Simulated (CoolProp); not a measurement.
A simple Rankine cycle with n-perfluorohexane: condensing at 307.15 K, boiler at 1.41 MPa, turbine inlet 438.9 K, turbine efficiency 0.6, pump efficiency 0.6, no recuperator. Each further row changes one setting.

Model: reference Helmholtz-energy equation of state, Gao 2022, in CoolProp.

```
case                             thermal efficiency (%)  net work (kJ/kg)  heat in (kJ/kg)  turbine exit temperature (K)  volume ratio over the turbine
-------------------------------  ----------------------  ----------------  ---------------  ----------------------------  -----------------------------
as stated                                           8.9              17.0              191                           [?]                            [?]
condensing temperature 299.15 K                     [?]              18.9              199                           [?]                           78.3
boiler pressure 0.987 MPa                           [?]              16.7              201                         410.4                            [?]
turbine efficiency 0.5                              7.3               [?]              191                         402.6                            [?]
```

Fill in the missing entries.


- as stated, turbine exit temperature (K): 399.4
- as stated, volume ratio over the turbine: 56.0
- condensing temperature 299.15 K, thermal efficiency (%): 9.5
- condensing temperature 299.15 K, turbine exit temperature (K): 397.3
- boiler pressure 0.987 MPa, thermal efficiency (%): 8.3
- boiler pressure 0.987 MPa, volume ratio over the turbine: 28.9
- turbine efficiency 0.5, net work (kJ/kg): 13.9
- turbine efficiency 0.5, volume ratio over the turbine: 56.5
